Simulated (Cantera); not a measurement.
Input (Python, Cantera) and output of one run.

```python
import numpy as np
import cantera as ct

gas_names = """
    C CH CH2 CH3 CH2OH CH3O CH4 CH3OH CN CO CO2 COOH C2 C2H CHCO,ketyl C2H2,acetylene C2H2,vinylidene
    CH2CO,ketene C2H3,vinyl CH3CN CH3CO,acetyl C2H4 C2H4O,ethylen CH3CHO,ethanal CH3COOH (HCOOH)2 C2H5
    C2H6 CH3OCH3 C2H5OH CCN CNC C2N2 C2O C3 C3H3,propargyl C3H4,allene C3H4,propyne C3H4,cyclo-
    C3H5,allyl C3H6,propylene C3H6,cyclo- C3H6O C3H7,n-propyl C3H7,i-propyl C3H8 C3H8O,1propanol
    C3H8O,2propanol C3O2 C4 C4H2 C4H4,1,3-cyclo- C4H6,butadiene C4H6,2-butyne C4H6,cyclo- C4H8,1-butene
    C4H8,cis2-buten C4H8,tr2-butene C4H8,isobutene C4H8,cyclo- (CH3COOH)2 C4H9,n-butyl C4H9,i-butyl
    C4H9,s-butyl C4H9,t-butyl C4H10,isobutane C4H10,n-butane C4N2 C5 C5H6,1,3cyclo- C5H8,cyclo-
    C5H10,1-pentene C5H10,cyclo- C5H11,pentyl C5H11,t-pentyl C5H12,n-pentane C5H12,i-pentane
    CH3C(CH3)2CH3 C6H2 C6H5,phenyl C6H5O,phenoxy C6H6 C6H5OH,phenol C6H10,cyclo- C6H12,1-hexene
    C6H12,cyclo- C6H13,n-hexyl C7H7,benzyl C7H8 C7H8O,cresol C7H14,1-heptene C7H15,n-heptyl
    C7H16,n-heptane C8H8,styrene C8H10,ethylbenz C8H16,1-octene C8H17,n-octyl C8H18,isooctane
    C8H18,n-octane C9H19,n-nonyl C10H8,naphthale C10H21,n-decyl C12H9,o-bipheny C12H10,bipheny H HCN HCO
    HCCN HNC HNCO HNO HNO2 HNO3 HO2 H2 HCHO,formaldehy HCOOH H2O H2O2 N NCO NH NH2 NH3 NH2OH NO NO2 NO3
    N2 N2H2 N2H4 N2O O OH O2 O3
""".split()
cond_names = """
    C(gr) C6H6(L) C7H8(L) C8H18(L),n-octa H2O(s) H2O(L)
""".split()


def load(file, names, dense=False):
    # The tables refer to 1 bar. Condensed volumes are neglected.
    table = {s.name: s for s in ct.Species.list_from_file(file)}
    out = []
    for n in names:
        d = dict(table[n].input_data)
        d["thermo"] = dict(d["thermo"], **{"reference-pressure": 1e5})
        if dense:
            d["equation-of-state"] = {"model": "constant-volume", "density": "1e6 g/cm^3"}
        out.append(ct.Species.from_dict(d))
    return out


gas = ct.Solution(thermo="ideal-gas", species=load("nasa_gas.yaml", gas_names))
cond = {s.name: ct.Solution(thermo="fixed-stoichiometry", species=[s], name=s.name)
        for s in load("nasa_condensed.yaml", cond_names, dense=True)}
atoms = {
    'C6H6': {'C': 6, 'H': 6},
    'O2': {'O': 2},
    'N2': {'N': 2},
    'H2': {'H': 2},
}
top_T = {'C(gr)': 4500}  # K; cautious upper limits of use, not melting points


def equilibrate(T, P, feed):
    n = {}
    for name, mol in feed.items():
        for a, k in atoms[name].items():
            n[a] = n.get(a, 0.0) + k * mol
    gas.TPX = T, P, n
    mass = sum(n.values()) * gas.mean_molecular_weight
    gas.equilibrate("TP")
    valid = [c for c in cond.values() if c.min_temp <= T <= top_T.get(c.name, c.max_temp)]
    mix = ct.Mixture([(gas, mass / gas.mean_molecular_weight)] + [(c, 0.0) for c in valid])
    mix.T, mix.P = T, P
    mix.equilibrate("TP", solver="vcs", rtol=1e-11, max_steps=5000)
    return mix


results = []
feed = {'C6H6': 1, 'O2': 1.5, 'N2': 47, 'H2': 24}  # mol
P = 99  # Pa
for T in [700, 750, 800, 850, 900, 950, 1000, 1050, 1100, 1150, 1200, 1250]:
    mix = equilibrate(T, P, feed)
    results.append((T, P, feed, dict(zip(mix.species_names, mix.species_moles))))

top = {s: max(r[3][s] / sum(r[3][g] for g in gas_names) for r in results) for s in gas_names}
cols = sorted((s for s in top if top[s] > 0.001), key=lambda s: -top[s])[:9]
seen = [c for c in cond_names if any(r[3].get(c, 0) > 1e-12 for r in results)]
print("log10 of partial pressures in bar; condensed amounts in mol")
print(f"{'T/K':>10s}" + "".join(f"{s[:9]:>10s}" for s in cols + seen))
for T, P, feed, n in results:
    ng = sum(n[g] for g in gas_names)
    print(f"{T:10.4g}" + "".join(f"{np.log10(max(n[s] / ng * P / 1e5, 1e-99)):10.3f}" for s in cols)
          + "".join(f"{n.get(c, 0):10.4g}" for c in seen))
```

Result:

```
log10 of partial pressures in bar; condensed amounts in mol
       T/K        N2        H2        CO       H2O       CO2       CH4     C(gr)
       700    -3.215    -3.464    -4.548    -5.380    -5.491    -5.997     3.492
       750    -3.218    -3.461    -4.443    -5.945    -6.140    -6.417     3.115
       800    -3.218    -3.460    -4.420    -6.511    -6.846    -6.792     3.022
       850    -3.219    -3.460    -4.415    -7.027    -7.498    -7.125     3.004
       900    -3.219    -3.460    -4.414    -7.489    -8.082    -7.425         3
       950    -3.219    -3.460    -4.414    -7.903    -8.604    -7.695         3
      1000    -3.219    -3.460    -4.414    -8.276    -9.074    -7.939     2.999
      1050    -3.219    -3.460    -4.414    -8.614    -9.498    -8.161     2.999
      1100    -3.219    -3.460    -4.414    -8.922    -9.882    -8.364     2.999
      1150    -3.219    -3.460    -4.414    -9.202   -10.231    -8.550     2.998
      1200    -3.219    -3.460    -4.414    -9.459   -10.551    -8.720     2.997
      1250    -3.219    -3.460    -4.414    -9.695   -10.844    -8.878     2.995
```

These are equilibrium values from Cantera (NASA tables, ideal gas, pure condensed phases), not measurements of a reactor.
